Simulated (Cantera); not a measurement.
A perfectly stirred reactor is fed with H2 : O2 : N2 = 1.5 : 1 : 8.8 (molar parts), equivalence ratio 0.75, at 0.620 bar; it is adiabatic with a 775 K inlet, and is followed from long to short residence time, starting on the burning branch (τ in s: 0.33, 0.1, 0.03, 0.0091, 0.0027, 0.00082, 0.00025, 7.5e-05, 2.2e-05).

Cantera simulation using GRI-Mech 3.0 (53 species, 325 reactions); the numbers are that mechanism's predictions, not measurements.

Problem. Predict: blow-out, bracketed by the residence times tried; x(H2) at τ = 0.330 s; x(O2) at τ = 0.330 s; x(NO) at τ = 0.330 s; x(H2O) at τ = 0.330 s; x(H) at τ = 0.330 s; x(H2) at τ = 2.70 ms; x(O2) at τ = 2.70 ms; x(NO) at τ = 2.70 ms; x(H2O) at τ = 2.70 ms; x(H) at τ = 2.70 ms.

Solution. 
```json
{
  "blow_out_bracketed_by_the_residence_times_tried": "burning at 75.0 µs, out at 22.0 µs",
  "x(H2) at τ = 0.330 s": "0.000378",
  "x(O2) at τ = 0.330 s": "0.0235",
  "x(NO) at τ = 0.330 s": "2.45e-5",
  "x(H2O) at τ = 0.330 s": "0.141",
  "x(H) at τ = 0.330 s": "5.13e-5",
  "x(H2) at τ = 2.70 ms": "0.00631",
  "x(O2) at τ = 2.70 ms": "0.0254",
  "x(NO) at τ = 2.70 ms": "1.79e-5",
  "x(H2O) at τ = 2.70 ms": "0.130",
  "x(H) at τ = 2.70 ms": "0.00422"
}
```
